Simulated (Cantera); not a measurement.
# Pyrogenic steam for wet oxidation

A perfectly stirred reactor is fed with 13.6 % H2, 12.3 % O2, 74.1 % N2, equivalence ratio 0.55, at 0.681 atm; it is held at 1175 K, and followed from long to short residence time.

Detailed kinetics in Cantera: the H2/O2 subset of GRI-Mech 3.0, which has no nitrogen chemistry. The temperature is held fixed by assumption; the heat of reaction is taken as removed at once.

```tsv
τ (s)	x H2	x O2	x H	x H2O	x H2O2
1.2	0.000124	0.0596	1.81e-6	0.146	4.19e-7
0.51	0.000221	0.0597	4.27e-6	0.145	6.41e-7
0.22	0.000384	0.0597	9.87e-6	0.145	9.54e-7
0.096	0.000651	0.0598	2.26e-5	0.145	1.36e-6
0.042	0.00108	0.0600	5.12e-5	0.144	1.85e-6
0.018	0.00179	0.0603	0.000118	0.143	2.41e-6
0.0080	0.00287	0.0607	0.000262	0.142	2.97e-6
0.0035	0.00456	0.0614	0.000582	0.140	3.55e-6
0.0015	0.00727	0.0625	0.00130	0.137	4.08e-6
0.00067	0.0112	0.0643	0.00270	0.131	4.47e-6
0.00029	0.0175	0.0673	0.00549	0.122	4.66e-6
```
x: mole fraction; the columns are a selection and need not sum to one.
